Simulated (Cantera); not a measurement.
Feed: 1 mol SiH2Cl2, 12 mol H2, 0.0029 mol N2, at 750 Torr.

Cantera equilibrium calculation (NASA polynomials, part measured and part estimated; ideal gas, pure solids and liquids). Candidate condensed phases: NH4Cl, Si, Si3N4; 28 gas species. N2 is the only nitrogen source here; it is nearly inert below about 1500 K, so the nitride shown seldom forms there in practice. Mutual solubility and eutectic melting of coexisting phases are not modelled. Gases not in the tables: Si2H6 and higher silanes. Kinetics and transport are ignored.

Task: Which condensed phases are stable at each of these points (T (K)): 1198, 1248, 1298, 1348, 1398, 1448, 1498, 1548, 1598, 1648, 1698, 1748, 1798?

Result: 
```csv
T (K),condensed phases,Si condensed (%)
1198,Si(s) + Si3N4(s),52.3
1248,Si(s) + Si3N4(s),54.3
1298,Si(s) + Si3N4(s),56.1
1348,Si(s) + Si3N4(s),57.6
1398,Si(s) + Si3N4(s),58.6
1448,Si(s) + Si3N4(s),59.1
1498,Si(s) + Si3N4(s),59.3
1548,Si(s) + Si3N4(s),59.2
1598,Si(s),59.0
1648,Si(s),58.8
1698,Si(l),58.7
1748,Si(l),60.0
1798,Si(l),61.3
```

From 1198 K to 1548 K the condensed part is Si(s) + Si3N4(s). From 1598 K to 1648 K the condensed part is Si(s). From 1698 K to 1798 K the condensed part is Si(l).
